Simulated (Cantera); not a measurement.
A Cantera script and its output.

```python
import numpy as np
import cantera as ct

gas = ct.Solution("gri30.yaml")
gas.TPX = 325, 1000000, {'CH4': 1, 'CO': 0.055, 'O2': 1.84, 'N2': 6.93, 'CO2': 0.91}
flame = ct.FreeFlame(gas, width=0.008)
flame.set_refine_criteria(ratio=3, slope=0.08, curve=0.16)
flame.transport_model = "mixture-averaged"
flame.solve(loglevel=0, auto=True)
z, T = flame.grid, flame.T
thick = (T[-1] - T[0]) / np.gradient(T, z).max()
show = ['CH4', 'CO', 'O2', 'CH2CO', 'CH2O', 'NO']
print(f"laminar burning velocity  {flame.velocity[0] * 100:.3f} cm/s")
print(f"burnt temperature         {T[-1]:.1f} K")
print(f"thermal thickness         {thick * 1e3:.4f} mm")
print(f"grid points               {len(z)}")
z0 = z[flame.heat_release_rate.argmax()]
print(f"{'z/mm':>9s}{'T/K':>9s}{'u/(m/s)':>9s}" + "".join(f"{s:>11s}" for s in show))
rows = []
for k in (-3, -2, -1.5, -1, -0.5, -0.25, 0, 0.25, 0.5, 1, 2, 4, 8):
    zz = z0 + k * thick
    rows.append([k * thick, np.interp(zz, z, T), np.interp(zz, z, flame.velocity),
                 *(np.interp(zz, z, flame.X[gas.species_index(s)]) for s in show)])
    print(f"{rows[-1][0] * 1e3:9.3f}{rows[-1][1]:9.1f}{rows[-1][2]:9.3f}" + "".join(f"{x:11.3e}" for x in rows[-1][3:]))
```

Output:

```
laminar burning velocity  6.677 cm/s
burnt temperature         2042.1 K
thermal thickness         0.2005 mm
grid points               133
     z/mm      T/K  u/(m/s)        CH4         CO         O2      CH2CO       CH2O         NO
   -0.601    326.0    0.067  9.299e-02  5.134e-03  1.712e-01  7.790e-09  2.073e-07  1.008e-10
   -0.401    333.0    0.069  9.235e-02  5.233e-03  1.705e-01  1.129e-07  2.449e-06  9.285e-10
   -0.301    365.0    0.075  9.005e-02  5.752e-03  1.679e-01  1.122e-06  1.920e-05  6.711e-09
   -0.200    538.5    0.112  7.923e-02  8.956e-03  1.533e-01  1.351e-05  1.710e-04  1.138e-07
   -0.100   1071.6    0.225  4.710e-02  2.097e-02  1.022e-01  9.710e-05  8.509e-04  3.238e-06
   -0.050   1478.3    0.311  2.215e-02  3.149e-02  5.902e-02  1.926e-04  8.716e-04  1.065e-05
    0.000   1852.0    0.390  2.415e-03  3.851e-02  1.714e-02  8.680e-05  1.763e-04  1.955e-05
    0.050   1974.7    0.413  1.804e-05  3.186e-02  3.470e-03  1.222e-06  3.291e-06  2.903e-05
    0.100   2007.8    0.419  1.794e-07  2.887e-02  1.300e-03  1.838e-08  3.652e-08  3.189e-05
    0.200   2028.9    0.423  5.399e-10  2.762e-02  3.847e-04  8.679e-11  9.472e-10  3.326e-05
    0.401   2038.4    0.425  4.390e-12  2.723e-02  8.659e-05  5.096e-13  7.744e-10  3.380e-05
    0.802   2041.4    0.426  2.474e-13  2.714e-02  2.191e-05  7.969e-15  7.425e-10  3.400e-05
    1.604   2042.0    0.426  1.529e-13  2.712e-02  1.189e-05  4.093e-16  7.339e-10  3.417e-05
```

Cantera simulation using GRI-Mech 3.0 (53 species, 325 reactions); the numbers are that mechanism's predictions, not measurements. Burning velocities carry a grid error of a few per cent, more on coarse grids.
